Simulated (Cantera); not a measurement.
Standard-state values (1 bar) from the NASA 1993 polynomials, evaluated with Cantera. Values are per mole of reaction as written; species without (g) are pure solids or liquids, kept so even where they would boil at 1 bar.

Q: Between 300 and 1598 K, where is each reaction favourable under standard conditions?
- 12 OH(g) + Cr₂N ⇌ N(g) + 2 CrO₃(g) + 6 H₂O(g)

A: 
- 12 OH(g) + Cr₂N ⇌ N(g) + 2 CrO₃(g) + 6 H₂O(g): ΔG° is -1775 kJ at 300 K and -1110 kJ at 1598 K; it stays negative (K > 1). ΔH° is -1966 kJ and ΔS° -536 J/K at 1598 K.
